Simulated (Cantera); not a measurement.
An isothermal, constant-pressure homogeneous reactor starts with CO : O₂ : H₂O : N₂ = 0.017 : 0.01 : 0.0018 : 1 (molar parts), at 1275 K and 3.16 atm. Integrator tolerance rtol = 1e-08.

Cantera simulation using GRI-Mech 3.0 (53 species, 325 reactions); the numbers are that mechanism's predictions, not measurements.

Q: What does this change do: temperature 1275 to 1523 K?

A: 
| quantity | before | after |
|---|---|---|
| x(CO) at 200 s | 2.25e-8 (gas-phase equilibrium 2.26e-8) | 1.68e-6 (gas-phase equilibrium 1.72e-6) |
| x(O₂) at 200 s | 0.00147 (gas-phase equilibrium 0.00145) | 0.00146 (gas-phase equilibrium 0.00141) |
| x(H₂O) at 200 s | 0.00176 (gas-phase equilibrium 0.00176) | 0.00176 (gas-phase equilibrium 0.00176) |
| x(OH) at 200 s | 2.25e-7 (gas-phase equilibrium 2.25e-7) | 2.74e-6 (gas-phase equilibrium 2.71e-6) |
| x(H₂O₂) at 200 s | 5.46e-12 (gas-phase equilibrium 5.43e-12) | 2.86e-11 (gas-phase equilibrium 2.80e-11) |
| x(NO) at 200 s | 1.39e-6 (gas-phase equilibrium 3.13e-5) | 1.29e-5 (gas-phase equilibrium 0.000125) |
